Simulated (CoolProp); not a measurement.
Vapour pressure (MPa) of isobutane: the reference equation beside estimates from Tc = 407.8 K, pc = 3.629 MPa, ω = 0.184. Clausius-Clapeyron is anchored at 279.8 K with a constant enthalpy of vaporisation of 20.22 kJ/mol.

Values from CoolProp's reference Helmholtz-energy equation of state, Bücker 2006.

| T (K) | reference | Clausius-Clapeyron | van der Waals |
|---|---|---|---|
| 269.6 | 0.1381 | 0.1421 | 0.5399 |
| 273 | 0.1561 | 0.1590 | 0.5770 |
| 276.4 | 0.1759 | 0.1774 | 0.6158 |
| 279.8 | 0.1974 | 0.1974 | 0.6562 |
| 283.2 | 0.2210 | 0.2192 | 0.6984 |
| 286.6 | 0.2466 | 0.2427 | 0.7423 |
| 290.1 | 0.2753 | 0.2688 | 0.7893 |
| 293.5 | 0.3054 | 0.2962 | 0.8368 |
| 296.9 | 0.3380 | 0.3257 | 0.8862 |
| 300.3 | 0.3732 | 0.3574 | 0.9374 |

Absolute difference from the reference over all 10 rows, mean and median: Clausius-Clapeyron 2.1 and 2.1 %, van der Waals 213.4 and 208.5 %.
